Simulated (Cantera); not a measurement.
An isothermal, constant-pressure homogeneous reactor starts with 2.63 % H2, 97.4 % O2, equivalence ratio 0.013, at 900 K and 0.00290 bar.

Cantera simulation using GRI-Mech 3.0 (53 species, 325 reactions); the numbers are that mechanism's predictions, not measurements. Radical loss at walls, strong at low pressure, is not modelled. Below about 950 K walls govern HO2 and H2O2 in real vessels.

x: mole fraction; the columns are a selection and need not sum to one.

| t (s) | x H2 | x O2 | x H2O2 | x HO2 | x H | x OH | x O |
|---|---|---|---|---|---|---|---|
| 1.00e-5 | 0.0263 | 0.974 | <1e-12 | <1e-12 | <1e-12 | <1e-12 | <1e-12 |
| 2.64e-5 | 0.0263 | 0.974 | <1e-12 | <1e-12 | <1e-12 | <1e-12 | <1e-12 |
| 6.96e-5 | 0.0263 | 0.974 | <1e-12 | <1e-12 | <1e-12 | <1e-12 | <1e-12 |
| 0.000184 | 0.0263 | 0.974 | <1e-12 | <1e-12 | <1e-12 | <1e-12 | <1e-12 |
| 0.000484 | 0.0263 | 0.974 | <1e-12 | 1.25e-12 | 1.07e-12 | <1e-12 | <1e-12 |
| 0.00128 | 0.0263 | 0.974 | <1e-12 | 3.30e-12 | 2.48e-12 | <1e-12 | 1.23e-12 |
| 0.00337 | 0.0263 | 0.974 | <1e-12 | 8.76e-12 | 6.46e-12 | 4.10e-12 | 7.26e-12 |
| 0.00890 | 0.0263 | 0.974 | <1e-12 | 2.36e-11 | 3.25e-11 | 2.59e-11 | 5.99e-11 |
| 0.0235 | 0.0263 | 0.974 | <1e-12 | 9.60e-11 | 1.34e-9 | ? | 2.79e-9 |
| 0.0619 | 0.0262 | 0.974 | 5.79e-11 | 4.59e-7 | 2.15e-5 | ? | 4.43e-5 |
| 0.163 | 0.000573 | 0.961 | 1.35e-8 | 1.67e-6 | 0.00476 | ? | 0.0103 |
| 0.431 | 0.000151 | 0.968 | 8.92e-9 | 1.26e-6 | 0.00118 | ? | 0.00518 |
| 1.14 | 3.63e-5 | 0.972 | 8.32e-9 | 7.71e-7 | 0.000144 | ? | 0.00137 |
| 3.00 | 5.94e-6 | 0.973 | 7.02e-9 | 3.37e-7 | 1.01e-5 | ? | 0.000238 |

### Question
Some entries are withheld; supply them.

### Answer

- 0.0235, x OH: 1.12e-9
- 0.0619, x OH: 1.78e-5
- 0.163, x OH: 0.000704
- 0.431, x OH: 0.000351
- 1.14, x OH: 0.000164
- 3.00, x OH: 6.60e-5
